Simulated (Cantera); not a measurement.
**Thermodynamics of silicon oxide and oxynitride deposition, feed SiF4 + H2O + O2**

Charge: 1 mol SiF4, 0.11 mol H2O, 0.17 mol O2, held at 48.0 mbar.

Cantera equilibrium calculation (NASA polynomials, part measured and part estimated; ideal gas, pure solids and liquids). Candidate condensed phases: H2O, Si, SiO2; 38 gas species. The tables' values for SiF3 are old estimates; treat these amounts as uncertain. The tables hold silica as quartz up to 1696 K and as liquid above; real silica turns to tridymite and cristobalite and melts near 1996 K. Rates play no part.

```csv
T (K),log p SiF4,log p HF,log p O2,log p H2O,n SiO2(β-quartz),n SiO2(condensed),n SiO2(l)
1198,-1.47,-2.13,-2.21,-3.66,0.0519,0,0
1298,-1.47,-2.12,-2.21,-3.82,0.0529,0,0
1398,-1.47,-2.11,-2.21,-3.97,0.0535,0,0
1498,-1.47,-2.11,-2.21,-4.10,0.0539,0,0
1598,-1.47,-2.11,-2.21,-4.22,0.0541,0,0
1698,-1.47,-2.11,-2.21,-4.32,0,0.0543,0
1798,-1.47,-2.11,-2.21,-4.42,0,0.0544,0
1898,-1.47,-2.11,-2.21,-4.51,0,0.0544,0
1998,-1.47,-2.11,-2.22,-4.60,0,0,0.0542
```
log p: log10 of the partial pressure in bar; n: condensed amount in mol.

From 1198 K to 1598 K the condensed part is SiO2(β-quartz). From 1698 K to 1898 K the condensed part is SiO2(condensed). At 1998 K the condensed part is SiO2(l). The main Si-bearing gas is SiF4 throughout.
